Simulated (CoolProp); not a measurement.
Vapour-liquid equilibrium of ethylbenzene (1) + o-xylene (2) at 0.385 MPa; x and y are mole fractions of (1).

Values from CoolProp's multi-fluid Helmholtz-energy mixture model, Zhou 2012 and Zhou 2012; pair parameters Bell 2016.

```
x     bubble temperature, mixture model (K)  bubble temperature, Raoult's law (K)  y, mixture model  y, Raoult's law
----  -------------------------------------  ------------------------------------  ----------------  ---------------
0.05                                  475.7                                 475.7             0.058            0.059
0.15                                  474.8                                 474.8             0.171            0.174
0.25                                  473.8                                 473.8             0.282            0.284
0.35                                  472.8                                 472.9             0.389            0.391
0.45                                  471.8                                 472.0             0.491            0.494
0.55                                  470.8                                 471.1             0.590            0.593
0.65                                  469.9                                 470.2             0.685            0.689
0.75                                  469.1                                 469.4             0.777            0.782
0.85                                  468.3                                 468.5             0.867            0.871
0.95                                  467.6                                 467.7             0.956            0.958
```

The largest gap from Raoult's law is -0.3 K in bubble temperature, at x = 0.65. No azeotrope shows between x = 0.05 and 0.95.

The pair parameters rest on a limited set of measurements; away from them the model extrapolates.
